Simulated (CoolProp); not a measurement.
A single-stage vapour-compression cycle with R1336mzz(E): evaporating at 255.15 K (dew point), condensing at 304.15 K (bubble point), superheat 8 K, subcooling 0 K, compressor efficiency 0.6, no pressure losses. Each further row changes one setting.

Computed with CoolProp (reference Helmholtz-energy equation of state, Akasaka 2023).

```
case                              cooling COP  pressure ratio  discharge temperature (K)  refrigerating effect (kJ/kg)  volumetric capacity (kJ/m³)
--------------------------------  -----------  --------------  -------------------------  ----------------------------  ---------------------------
as stated                                   ?            7.65                      324.4                           112                          267
evaporating temperature 260.15 K         2.84            5.95                      322.4                           116                          349
condensing temperature 299.15 K          2.80               ?                      319.1                           119                          282
subcooling 5 K                              ?            7.65                      324.4                           119                          282
superheat 18 K                           2.49            7.65                      335.6                             ?                            ?
compressor efficiency 0.5                2.02            7.65                      335.0                           112                          267
```

Complete the blanks.


- as stated, cooling COP: 2.43
- condensing temperature 299.15 K, pressure ratio: 6.45
- subcooling 5 K, cooling COP: 2.56
- superheat 18 K, refrigerating effect (kJ/kg): 120
- superheat 18 K, volumetric capacity (kJ/m³): 274
